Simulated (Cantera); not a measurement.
Input: 1 mol Na₂SO₄, a varied amount of H₂, at 1700 °C and 1.50 Torr.

Cantera equilibrium calculation (NASA polynomials, part measured and part estimated; ideal gas, pure solids and liquids). Candidate condensed phases: H₂O, H₂SO₄, Na, NaOH, NaO₂, Na₂O, Na₂O₂, Na₂S, Na₂SO₄, S; 27 gas species. The numbers say what is thermodynamically allowed, not how fast it happens.

Question: At 1.4 mol H₂, list the 6 most abundant gas species with their mole fractions, and the condensed phases.

Answer: Na 0.403, H₂O 0.275, SO₂ 0.213, O₂ 0.0582, NaOH 0.0266, OH 0.0102. Condensed: gas only.
